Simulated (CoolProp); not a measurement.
20 sccm (0 °C, 1 atm) of nitrogen bubbles through liquid octamethylcyclotetrasiloxane (D4) at 340.1 K and leaves saturated at a total pressure of 0.0125 MPa (ideal gas phase). Each further row changes one setting.

The numbers come from the reference Helmholtz-energy equation of state, Thol 2015 in CoolProp.

```tsv
case	vapour pressure (kPa)	mole fraction of vapour	delivery (mg/min)	delivery (sccm)	change of delivery for a bath 1 K warmer (%)
as stated	1.87	0.150	46.6	3.52	6.4
bath temperature 345.1 K	[?]	0.194	63.7	4.81	6.5
total pressure 0.025 MPa	1.87	0.0749	21.4	[?]	[?]
```

Task: Complete the blanks.

Result: 
- bath temperature 345.1 K, vapour pressure (kPa): 2.42
- total pressure 0.025 MPa, delivery (sccm): 1.62
- total pressure 0.025 MPa, change of delivery for a bath 1 K warmer (%): 5.9
